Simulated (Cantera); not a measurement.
## Transport properties of process gases

Gas mixture: CO2 : NO = 0.78 : 0.96 (molar parts), at 0.0720 bar, frozen composition.

Cantera's kinetic-theory transport with the Lennard-Jones parameters of GRI-Mech 3.0, ideal gas; thermal conductivity in the mixture-averaged form. The composition is frozen, though it would react at the higher temperatures.

```json
[
 {"T (K)": "400", "ρ (kg/m³)": "0.0785", "cp (J/kg/K)": "965.6", "μ (µPa s)": "21.4", "λ (mW/m/K)": "29.0", "Pr": "0.712", "D (cm²/s) H2": "16.6", "D (cm²/s) NH3": "4.60", "D (cm²/s) N2": "4.25"},
 {"T (K)": "650", "ρ (kg/m³)": "0.0483", "cp (J/kg/K)": "1081", "μ (µPa s)": "31.1", "λ (mW/m/K)": "46.7", "Pr": "0.719", "D (cm²/s) H2": "37.8", "D (cm²/s) NH3": "11.4", "D (cm²/s) N2": "9.84"},
 {"T (K)": "900", "ρ (kg/m³)": "0.0349", "cp (J/kg/K)": "1163", "μ (µPa s)": "39.1", "λ (mW/m/K)": "62.8", "Pr": "0.724", "D (cm²/s) H2": "65.0", "D (cm²/s) NH3": "20.5", "D (cm²/s) N2": "17.1"},
 {"T (K)": "1150", "ρ (kg/m³)": "0.0273", "cp (J/kg/K)": "1216", "μ (µPa s)": "46.3", "λ (mW/m/K)": "77.6", "Pr": "0.726", "D (cm²/s) H2": "97.7", "D (cm²/s) NH3": "31.4", "D (cm²/s) N2": "25.7"},
 {"T (K)": "1400", "ρ (kg/m³)": "0.0224", "cp (J/kg/K)": "1253", "μ (µPa s)": "52.8", "λ (mW/m/K)": "91.1", "Pr": "0.726", "D (cm²/s) H2": "135", "D (cm²/s) NH3": "44.1", "D (cm²/s) N2": "35.7"},
 {"T (K)": "1650", "ρ (kg/m³)": "0.0190", "cp (J/kg/K)": "1279", "μ (µPa s)": "58.8", "λ (mW/m/K)": "104", "Pr": "0.726", "D (cm²/s) H2": "178", "D (cm²/s) NH3": "58.3", "D (cm²/s) N2": "47.0"},
 {"T (K)": "1900", "ρ (kg/m³)": "0.0165", "cp (J/kg/K)": "1298", "μ (µPa s)": "64.5", "λ (mW/m/K)": "116", "Pr": "0.725", "D (cm²/s) H2": "224", "D (cm²/s) NH3": "74.0", "D (cm²/s) N2": "59.4"}
]
```
D: mixture-averaged diffusion coefficient of that species in the mixture.
